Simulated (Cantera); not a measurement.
What does this Cantera script print?

```python
import numpy as np
import cantera as ct

gas_names = """
    H HO2 H2 H2O H2O2 O OH O2 O3 Pb PbO Pb2
""".split()
cond_names = """
    H2O(s) H2O(L) Pb(cr) Pb(L) PbO(rd) PbO(yw) PbO(L) PbO2(s) Pb3O4(s)
""".split()


# ... load() reads the species with a 1 bar reference pressure and builds the phases ...
atoms = {
    'Pb': {'Pb': 1},
    'O2': {'O': 2},
    'H2': {'H': 2},
}
top_T = {'Pb3O4(s)': 820}  # K; cautious upper limits of use, not melting points


# ... equilibrate(T, P, feed) seeds the gas with the atoms and calls Mixture.equilibrate('TP', solver="vcs", rtol=1e-11, max_steps=5000) ...
results = []
feed = {'Pb': 1, 'O2': 0.017, 'H2': 2.5}  # mol
T = 1498.15  # K
P = 13000  # Pa
mix = equilibrate(T, P, feed)
results.append((T, P, feed, dict(zip(mix.species_names, mix.species_moles))))
print(gas.report(threshold=0.0001))
for i in range(1, mix.n_phases):
    print(f"{mix.phase(i).name:16s} {mix.phase_moles(i):12.5e} mol")
```

Output:

```
       temperature   1498.2 K
          pressure   13000 Pa
           density   0.042053 kg/m^3
  mean mol. weight   40.295 kg/kmol
   phase of matter   gas

                          1 kg             1 kmol
                     ---------------   ---------------
          enthalpy         1.685e+06        6.7896e+07  J
   internal energy        1.3759e+06         5.544e+07  J
           entropy            5129.8         2.067e+05  J/K
    Gibbs function       -6.0003e+06       -2.4178e+08  J
 heat capacity c_p            757.87             30538  J/K
 heat capacity c_v            551.52             22223  J/K

                      mass frac. Y      mole frac. X     chem. pot. / RT
                     ---------------   ---------------   ---------------
                H2          0.040189           0.80327           -20.858
               H2O         0.0049511          0.011074           -52.235
                Pb           0.95406           0.18554           -11.181
     [   +9 minor]        0.00079669        0.00012062

Pb(L)             4.29943e-01 mol
PbO(L)            0.00000e+00 mol
```

Cantera equilibrium calculation (NASA polynomials, part measured and part estimated; ideal gas, pure solids and liquids).
